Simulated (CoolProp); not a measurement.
The fluid at 267.41 K and 1.51 MPa is throttled through a valve to 0.533 MPa with no heat exchange. The same conditions are run with several fluids, on thermodynamics alone (safety and materials aside).

The numbers come from the reference Helmholtz-energy equation of state of each fluid (R1224YDZ: Akasaka 2023; n-octane: Beckmüller 2019; chlorine: Thol 2021; tetradecamethylhexasiloxane (MD4M): Thol 2019; fluoroethane (R161): Wu 2012) in CoolProp.

| fluid | temperature change (K) | final density (kg/m³) |
|---|---|---|
| R1224YDZ | +0.3 | (withheld) |
| n-octane | +0.5 | (withheld) |
| chlorine | +0.3 | (withheld) |
| tetradecamethylhexasiloxane (MD4M) | +0.5 | (withheld) |
| fluoroethane (R161) | +0.3 | (withheld) |

Q: Fill in the missing entries.

A: 
- R1224YDZ, final density (kg/m³): 1440
- n-octane, final density (kg/m³): 723
- chlorine, final density (kg/m³): 1480
- tetradecamethylhexasiloxane (MD4M), final density (kg/m³): 916
- fluoroethane (R161), final density (kg/m³): 769
